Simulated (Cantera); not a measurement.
An isothermal, constant-pressure homogeneous reactor starts with NH3 : N2 = 1 : 9.7 (molar parts), at 1350 K and 101000 Pa. Integrator tolerance rtol = 1e-08.

Cantera simulation using the gas-phase N/H chemistry of the illustrative SiF4/NH3 mechanism in the Surface Chemkin manual (1991); the numbers are that mechanism's predictions, not measurements. Walls and surfaces, which speed up NH3 decomposition in real reactors, are not modelled.

Task: What does this change do: temperature 1350 to 1898 K?

Result: 
| quantity | before | after |
|---|---|---|
| x(NH3) at 4.00 s | 0.0924 (gas-phase equilibrium 4.37e-6) | 9.44e-5 (gas-phase equilibrium 1.04e-6) |
| x(H) at 4.00 s | 3.90e-8 (gas-phase equilibrium 8.53e-7) | 0.000279 (gas-phase equilibrium 0.000280) |
| x(NH2) at 4.00 s | 4.50e-6 (gas-phase equilibrium 5.57e-11) | 5.75e-7 (gas-phase equilibrium 6.34e-9) |
| x(NH) at 4.00 s | 1.02e-8 (gas-phase equilibrium <1e-12) | 4.99e-8 (gas-phase equilibrium 5.52e-10) |
| x(H2) at 4.00 s | 0.00151 (gas-phase equilibrium 0.128) | 0.128 (gas-phase equilibrium 0.128) |
| x(N) at 4.00 s | 1.01e-10 (gas-phase equilibrium <1e-12) | 1.59e-8 (gas-phase equilibrium 1.77e-10) |
